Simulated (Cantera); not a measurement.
Input: 1 mol SiCl₄, 0.1 mol C₂H₂, 11 mol H₂, at 1952 °C.

These are equilibrium values from Cantera (NASA tables, ideal gas, pure condensed phases), not measurements of a reactor. Candidate condensed phases: C, C₆H₆, C₇H₈, C₈H₁₈, Si, SiC; 109 gas species. The tables' values for SiCl, SiCl₃ are old estimates; treat these amounts as uncertain. Gases not in the tables: Si₂H₆ and higher silanes. Equilibrium is a limit: real reactors are often held back by kinetics, nucleation or transport.

x: gas mole fraction; n: condensed amount in mol.

| P (Pa) | x H₂ | x HCl | x H | x SiCl₂ | x Si | x Cl | x SiCl | n SiC(s) |
|---|---|---|---|---|---|---|---|---|
| 100 | 0.549 | 0.195 | 0.152 | 0.0115 | 0.0414 | 0.0391 | 0.00386 | 0 |
| 270 | 0.614 | 0.204 | 0.0977 | 0.0218 | 0.0295 | 0.0236 | 0.00448 | 0.106 |
| 720 | 0.663 | 0.202 | ? | ? | ? | ? | 0.00440 | ? |
| 1900 | 0.698 | 0.195 | 0.0393 | 0.0434 | 0.0104 | 0.00796 | 0.00376 | 0.184 |
| 5200 | 0.723 | 0.189 | 0.0241 | 0.0510 | 0.00495 | 0.00458 | 0.00281 | 0.193 |
| 14000 | 0.737 | 0.185 | 0.0149 | 0.0553 | 0.00212 | 0.00271 | 0.00191 | 0.196 |
| 37000 | 0.745 | 0.183 | ? | 0.0574 | ? | ? | 0.00124 | 0.197 |
| 100000 | 0.750 | 0.182 | 0.00561 | 0.0581 | 0.000328 | 0.000987 | 0.000771 | 0.198 |

### Question
Complete the blanks.

### Answer

- 720, x H: 0.0622
- 720, x SiCl₂: 0.0332
- 720, x Si: 0.0187
- 720, x Cl: 0.0137
- 720, n SiC(s): 0.166
- 37000, x H: 0.00919
- 37000, x Si: 0.000859
- 37000, x Cl: 0.00164
